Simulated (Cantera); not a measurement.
A perfectly stirred reactor is fed with CH2O : O2 : N2 = 0.0024 : 0.042 : 1 (molar parts), at 3.95 atm; it is held at 1325 K, and followed from long to short residence time.

Cantera simulation using GRI-Mech 3.0 (53 species, 325 reactions); the numbers are that mechanism's predictions, not measurements.

Question: What does this change do: 0.087 parts H2 added?

Answer: 
```csv
quantity,before,after
x(CH2O) at τ = 1.30 s,5.47e-7,4.15e-8
x(O2) at τ = 1.30 s,0.0379,3.06e-5
x(CO2) at τ = 1.30 s,0.00226,0.00187
x(H2) at τ = 1.30 s,6.63e-8,0.00685
x(CH2CO) at τ = 1.30 s,<1e-12,<1e-12
x(CH2O) at τ = 19.0 ms,1.69e-5,3.69e-7
x(O2) at τ = 19.0 ms,0.0383,0.000295
x(CO2) at τ = 19.0 ms,0.00141,0.00178
x(H2) at τ = 19.0 ms,4.64e-6,0.00715
x(CH2CO) at τ = 19.0 ms,<1e-12,1.80e-12
```
The temperature is held fixed by assumption; the heat of reaction is taken as removed at once.

Question: What does this change do: CH2O 0.0024 to 0.0059 parts?

Answer: 
```json
[
 {"quantity": "x(CH2O) at τ = 1.30 s", "before": "5.47e-7", "after": "8.81e-7"},
 {"quantity": "x(O2) at τ = 1.30 s", "before": "0.0379", "after": "0.0345"},
 {"quantity": "x(CO2) at τ = 1.30 s", "before": "0.00226", "after": "0.00557"},
 {"quantity": "x(H2) at τ = 1.30 s", "before": "6.63e-8", "after": "2.25e-7"},
 {"quantity": "x(CH2CO) at τ = 1.30 s", "before": "<1e-12", "after": "<1e-12"},
 {"quantity": "x(CH2O) at τ = 19.0 ms", "before": "1.69e-5", "after": "2.36e-5"},
 {"quantity": "x(O2) at τ = 19.0 ms", "before": "0.0383", "after": "0.0352"},
 {"quantity": "x(CO2) at τ = 19.0 ms", "before": "0.00141", "after": "0.00415"},
 {"quantity": "x(H2) at τ = 19.0 ms", "before": "4.64e-6", "after": "1.27e-5"},
 {"quantity": "x(CH2CO) at τ = 19.0 ms", "before": "<1e-12", "after": "<1e-12"}
]
```
